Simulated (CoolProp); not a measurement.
Values from CoolProp's reference Helmholtz-energy equation of state, Thol 2017.

For octamethyltrisiloxane (MDM), give the phase and the speed of sound (m/s), expansivity (1/kK) at 301.85 °C and 9.8 bar; 301.85 °C and 15.7 bar; 301.85 °C and 21.6 bar.


- 301.85 °C and 9.8 bar: gas; speed of sound 104, expansivity 5.47
- 301.85 °C and 15.7 bar: supercritical; speed of sound 55.9, expansivity 51.6
- 301.85 °C and 21.6 bar: supercritical; speed of sound 121, expansivity 10.6
